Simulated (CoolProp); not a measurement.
Vapour-liquid equilibrium of CHF3 (R23) (1) + R152A (2) at -9.45 °C; x and y are mole fractions of (1).

The numbers come from the multi-fluid Helmholtz-energy mixture model, Penoncello 2003 and Outcalt 1996; pair parameters Bell 2016 in CoolProp.

```csv
x,bubble pressure (MPa),y at the bubble point,dew pressure at overall composition x (MPa),liquid density (mol/L)
0.05,0.2512,0.282,0.1945,14.95
0.2,0.4626,0.650,0.2278,15.27
0.35,0.6936,0.797,0.2745,15.57
0.5,0.9419,0.876,0.3448,15.82
0.65,1.207,0.925,0.4628,16.00
0.8,1.490,0.961,0.7010,16.05
0.95,1.801,0.991,1.391,15.88
```

No azeotrope shows between x = 0.05 and 0.95.

Pair parameters are fitted to limited data, so mixtures are less certain than the pure fluids.
